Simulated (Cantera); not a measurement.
Cantera run:

```python
import numpy as np
import cantera as ct

gas_names = """
    H H2 Hg
""".split()
cond_names = """
    Hg(cr) Hg(L)
""".split()


def load(file, names, dense=False):
    # The tables refer to 1 bar. Condensed volumes are neglected.
    table = {s.name: s for s in ct.Species.list_from_file(file)}
    out = []
    for n in names:
        d = dict(table[n].input_data)
        d["thermo"] = dict(d["thermo"], **{"reference-pressure": 1e5})
        if dense:
            d["equation-of-state"] = {"model": "constant-volume", "density": "1e6 g/cm^3"}
        out.append(ct.Species.from_dict(d))
    return out


gas = ct.Solution(thermo="ideal-gas", species=load("nasa_gas.yaml", gas_names))
cond = {s.name: ct.Solution(thermo="fixed-stoichiometry", species=[s], name=s.name)
        for s in load("nasa_condensed.yaml", cond_names, dense=True)}
atoms = {
    'Hg': {'Hg': 1},
    'H2': {'H': 2},
}
top_T = {}  # K; cautious upper limits of use, not melting points


def equilibrate(T, P, feed):
    n = {}
    for name, mol in feed.items():
        for a, k in atoms[name].items():
            n[a] = n.get(a, 0.0) + k * mol
    gas.TPX = T, P, n
    mass = sum(n.values()) * gas.mean_molecular_weight
    gas.equilibrate("TP")
    valid = [c for c in cond.values() if c.min_temp <= T <= top_T.get(c.name, c.max_temp)]
    mix = ct.Mixture([(gas, mass / gas.mean_molecular_weight)] + [(c, 0.0) for c in valid])
    mix.T, mix.P = T, P
    mix.equilibrate("TP", solver="vcs", rtol=1e-11, max_steps=5000)
    return mix


results = []
feed = {'Hg': 1, 'H2': 27}  # mol
P = 100000  # Pa
for T in [450, 500, 550, 600, 650, 700, 750, 800, 850, 900, 950]:
    mix = equilibrate(T, P, feed)
    results.append((T, P, feed, dict(zip(mix.species_names, mix.species_moles))))

top = {s: max(r[3][s] / sum(r[3][g] for g in gas_names) for r in results) for s in gas_names}
cols = sorted((s for s in top if top[s] > 0.0001), key=lambda s: -top[s])[:7]
seen = [c for c in cond_names if any(r[3].get(c, 0) > 1e-12 for r in results)]
print("log10 of partial pressures in bar; condensed amounts in mol")
print(f"{'T/K':>10s}" + "".join(f"{s[:9]:>10s}" for s in cols + seen))
for T, P, feed, n in results:
    ng = sum(n[g] for g in gas_names)
    print(f"{T:10.4g}" + "".join(f"{np.log10(max(n[s] / ng * P / 1e5, 1e-99)):10.3f}" for s in cols)
          + "".join(f"{n.get(c, 0):10.4g}" for c in seen))
```

Output:

```
log10 of partial pressures in bar; condensed amounts in mol
       T/K        H2        Hg     Hg(L)
       450    -0.005    -1.983    0.7164
       500    -0.016    -1.447         0
       550    -0.016    -1.447         0
       600    -0.016    -1.447         0
       650    -0.016    -1.447         0
       700    -0.016    -1.447         0
       750    -0.016    -1.447         0
       800    -0.016    -1.447         0
       850    -0.016    -1.447         0
       900    -0.016    -1.447         0
       950    -0.016    -1.447         0
```

These are equilibrium values from Cantera (NASA tables, ideal gas, pure condensed phases), not measurements of a reactor.
